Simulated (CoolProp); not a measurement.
A single-stage vapour-compression cycle with R134a: evaporating at 223.15 K (dew point), condensing at 276.15 K (bubble point), superheat 5 K, subcooling 0 K, compressor efficiency 0.6, no pressure losses. Each further row changes one setting.

The numbers come from the reference Helmholtz-energy equation of state, Tillner-Roth 1994 in CoolProp.

```tsv
case	cooling COP	pressure ratio	discharge temperature (K)	refrigerating effect (kJ/kg)	volumetric capacity (kJ/m³)
as stated	2.03	11.1	334.9	167	269
evaporating temperature 228.15 K	2.34	(withheld)	328.0	(withheld)	358
condensing temperature 271.15 K	2.30	9.24	326.7	174	280
subcooling 5 K	(withheld)	11.1	334.9	174	280
superheat 15 K	(withheld)	11.1	346.6	175	269
compressor efficiency 0.5	1.69	11.1	(withheld)	167	269
```

Q: Complete the blanks.

A: 
- evaporating temperature 228.15 K, pressure ratio: 8.33
- evaporating temperature 228.15 K, refrigerating effect (kJ/kg): 170
- subcooling 5 K, cooling COP: 2.11
- superheat 15 K, cooling COP: 2.02
- compressor efficiency 0.5, discharge temperature (K): 352.3
